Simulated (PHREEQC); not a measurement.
Consider water at 64 °C with 0.0035 mol/kgw TMAH and 0.00026 mol/kgw Na2SO4. Closed to the air; pH follows from the charge balance.

Computed with PHREEQC (ion-association model, phreeqc.dat).

No solid was allowed to form.

Task: What pH does the model give?

Result: pH 10.43.

(CH3)4N+ isn't in the database: it is added as a free cation with an ion size of 4 Å. At this temperature some constants are extrapolated from 25 °C, and those without enthalpy data are left unchanged.
